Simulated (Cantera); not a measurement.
Input (Python, Cantera) and output of one run.

```python
import numpy as np
import cantera as ct

gas_names = [...]  # 110 gases of nasa_gas.yaml made of C, H, O
cond_names = """
    C(gr) C6H6(L) C7H8(L) C8H18(L),n-octa H2O(s) H2O(L)
""".split()


# ... load() reads the species with a 1 bar reference pressure and builds the phases ...
atoms = {
    'toluene': {'C': 7, 'H': 8},
    'O2': {'O': 2},
    'H2': {'H': 2},
    'CO2': {'C': 1, 'O': 2},
}
top_T = {'C(gr)': 4500}  # K; cautious upper limits of use, not melting points


# ... equilibrate(T, P, feed) seeds the gas with the atoms and calls Mixture.equilibrate('TP', solver="vcs", rtol=1e-11, max_steps=5000) ...
results = []
feed = {'toluene': 1, 'O2': 1.7, 'H2': 2.3, 'CO2': 2.3}  # mol
P = 400  # Pa
for T in [1473, 1623, 1773, 1923, 2073, 2223, 2373, 2523, 2673, 2823]:
    mix = equilibrate(T, P, feed)
    results.append((T, P, feed, dict(zip(mix.species_names, mix.species_moles))))

top = {s: max(r[3][s] / sum(r[3][g] for g in gas_names) for r in results) for s in gas_names}
cols = sorted((s for s in top if top[s] > 1e-06), key=lambda s: -top[s])[:7]
seen = [c for c in cond_names if any(r[3].get(c, 0) > 1e-12 for r in results)]
print("log10 of partial pressures in bar; condensed amounts in mol")
print(f"{'T/K':>10s}" + "".join(f"{s[:9]:>10s}" for s in cols + seen))
for T, P, feed, n in results:
    ng = sum(n[g] for g in gas_names)
    print(f"{T:10.4g}" + "".join(f"{np.log10(max(n[s] / ng * P / 1e5, 1e-99)):10.3f}" for s in cols)
          + "".join(f"{n.get(c, 0):10.4g}" for c in seen))
```

Result:

```
log10 of partial pressures in bar; condensed amounts in mol
       T/K        CO         H        H2        C3 C2H2,acet       C2H         C     C(gr)
      1473    -2.650    -6.275    -2.754   -18.267    -7.941   -14.261   -17.223       1.3
      1623    -2.650    -5.538    -2.754   -15.553    -7.212   -12.416   -14.869       1.3
      1773    -2.651    -4.924    -2.756   -13.305    -6.610   -10.886   -12.914     1.298
      1923    -2.652    -4.407    -2.761   -11.415    -6.107    -9.598   -11.266     1.294
      2073    -2.656    -3.967    -2.774    -9.804    -5.686    -8.503    -9.858     1.285
      2223    -2.664    -3.595    -2.803    -8.417    -5.340    -7.565    -8.640     1.266
      2373    -2.679    -3.285    -2.860    -7.209    -5.071    -6.763    -7.578     1.233
      2523    -2.703    -3.038    -2.963    -6.150    -4.888    -6.085    -6.643     1.177
      2673    -2.735    -2.856    -3.132    -5.213    -4.802    -5.522    -5.813     1.042
      2823    -2.770    -2.743    -3.382    -4.379    -4.825    -5.069    -5.073    0.3931
```

Method: chemical equilibrium by Gibbs-energy minimisation in Cantera with the NASA 1993 tables (ideal gas, pure condensed phases).
